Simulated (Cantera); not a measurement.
An isothermal, constant-pressure homogeneous reactor starts with 44.2 % CH₄, 53.1 % H₂O, 2.70 % H₂, at 1600 K and 225 Torr.

Computed with Cantera and GRI-Mech 3.0 (53 species, 325 reactions).

x: mole fraction; the columns are a selection and need not sum to one.

```json
[
 {"t (s)": "1.00e-6", "x CH₄": "0.442", "x H₂O": "0.531", "x H₂": "0.0270", "x C₂H₂": "<1e-12", "x H₂O₂": "<1e-12", "x HCO": "<1e-12", "x HO₂": "<1e-12"},
 {"t (s)": "6.24e-6", "x CH₄": "0.442", "x H₂O": "0.531", "x H₂": "0.0270", "x C₂H₂": "<1e-12", "x H₂O₂": "<1e-12", "x HCO": "<1e-12", "x HO₂": "<1e-12"},
 {"t (s)": "3.90e-5", "x CH₄": "0.442", "x H₂O": "0.531", "x H₂": "0.0270", "x C₂H₂": "4.79e-11", "x H₂O₂": "<1e-12", "x HCO": "<1e-12", "x HO₂": "<1e-12"},
 {"t (s)": "0.000243", "x CH₄": "0.442", "x H₂O": "0.531", "x H₂": "0.0273", "x C₂H₂": "(withheld)", "x H₂O₂": "<1e-12", "x HCO": "1.98e-11", "x HO₂": "<1e-12"},
 {"t (s)": "0.00152", "x CH₄": "0.437", "x H₂O": "0.530", "x H₂": "0.0304", "x C₂H₂": "7.05e-5", "x H₂O₂": "<1e-12", "x HCO": "1.52e-9", "x HO₂": "<1e-12"},
 {"t (s)": "0.00949", "x CH₄": "0.388", "x H₂O": "0.515", "x H₂": "0.0759", "x C₂H₂": "0.00975", "x H₂O₂": "1.22e-12", "x HCO": "4.40e-9", "x HO₂": "<1e-12"},
 {"t (s)": "0.0592", "x CH₄": "0.235", "x H₂O": "0.453", "x H₂": "0.239", "x C₂H₂": "0.0669", "x H₂O₂": "<1e-12", "x HCO": "2.12e-9", "x HO₂": "<1e-12"},
 {"t (s)": "0.370", "x CH₄": "(withheld)", "x H₂O": "(withheld)", "x H₂": "(withheld)", "x C₂H₂": "(withheld)", "x H₂O₂": "<1e-12", "x HCO": "(withheld)", "x HO₂": "<1e-12"},
 {"t (s)": "2.31", "x CH₄": "0.0303", "x H₂O": "0.236", "x H₂": "0.557", "x C₂H₂": "0.0787", "x H₂O₂": "<1e-12", "x HCO": "2.36e-9", "x HO₂": "<1e-12"},
 {"t (s)": "14.4", "x CH₄": "0.0138", "x H₂O": "0.104", "x H₂": "0.667", "x C₂H₂": "0.0241", "x H₂O₂": "<1e-12", "x HCO": "4.93e-9", "x HO₂": "<1e-12"},
 {"t (s)": "90.0", "x CH₄": "0.00331", "x H₂O": "0.0493", "x H₂": "0.715", "x C₂H₂": "0.00180", "x H₂O₂": "<1e-12", "x HCO": "6.31e-9", "x HO₂": "<1e-12"}
]
```

Fill in the missing entries.


- 0.000243, x C₂H₂: 9.80e-8
- 0.370, x CH₄: 0.0736
- 0.370, x H₂O: 0.365
- 0.370, x H₂: 0.426
- 0.370, x C₂H₂: 0.113
- 0.370, x HCO: 1.12e-9
